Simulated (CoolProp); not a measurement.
Properties of cyclohexane along the isotherm 307.35 °C (Tc = 280.5 °C, pc = 40.81 bar, ω = 0.209).

Model: reference Helmholtz-energy equation of state, Zhou 2014, in CoolProp.

```
p (bar)          phase  cp (kJ/(kg K))  Joule-Thomson coefficient (K/MPa)  viscosity (µPa s)  fugacity coefficient
-------  -------------  --------------  ---------------------------------  -----------------  --------------------
15.7               gas           2.709                              6.085               13.6                0.8898
31.4               gas           2.969                              8.041               15.4                0.7824
47.1     supercritical           4.309                              12.15               19.2                0.6742
62.8     supercritical           4.704                              4.688               45.6                0.5639
78.5     supercritical           3.760                              1.910               61.2                0.4840
94.2     supercritical           3.497                              1.131               70.0                0.4298
110      supercritical           3.369                             0.7599               76.7                0.3910
126      supercritical           3.290                             0.5392               82.4                0.3620
141      supercritical           3.240                             0.4007               87.1                0.3413
157      supercritical           3.200                             0.2942               91.7                0.3242
173      supercritical           3.170                             0.2141               96.1                0.3107
188      supercritical           3.147                             0.1550               99.9                0.3007
204      supercritical           3.127                             0.1041                104                0.2922
```

The peak of cp marks the crossing from liquid-like to gas-like fluid above the critical point.

Viscosity comes from a separate model (Tariq 2014).
